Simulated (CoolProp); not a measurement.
Vapour-liquid equilibrium of R125 (1) + dimethyl ether (2) at 304 kPa; x and y are mole fractions of (1).

The numbers come from the multi-fluid Helmholtz-energy mixture model, Lemmon 2005 and Wu 2011; pair parameters Bell 2016 in CoolProp.

| x | bubble temperature, mixture model (°C) | bubble temperature, Raoult's law (°C) | y, mixture model | y, Raoult's law |
|---|---|---|---|---|
| 0.05 | ? | 1.7 | ? | 0.116 |
| 0.15 | ? | -2.1 | 0.215 | 0.309 |
| 0.25 | -0.5 | -5.6 | 0.358 | 0.461 |
| 0.35 | -2.8 | -8.6 | ? | 0.583 |
| 0.45 | -5.5 | -11.3 | 0.626 | 0.682 |
| 0.55 | -8.5 | -13.8 | 0.741 | 0.764 |
| 0.65 | -11.8 | -16.1 | 0.836 | 0.832 |
| 0.75 | ? | -18.2 | 0.908 | 0.890 |
| 0.85 | -18.5 | -20.1 | 0.958 | 0.939 |
| 0.95 | ? | -21.9 | 0.990 | 0.981 |

Fill in the missing entries.


- 0.05, bubble temperature, mixture model (°C): 3.1
- 0.05, y, mixture model: 0.072
- 0.15, bubble temperature, mixture model (°C): 1.4
- 0.35, y, mixture model: 0.497
- 0.75, bubble temperature, mixture model (°C): -15.2
- 0.95, bubble temperature, mixture model (°C): -21.5

The largest gap from Raoult's law is +5.8 K in bubble temperature, at x = 0.45. No azeotrope shows between x = 0.05 and 0.95.

The pair parameters rest on a limited set of measurements; away from them the model extrapolates.
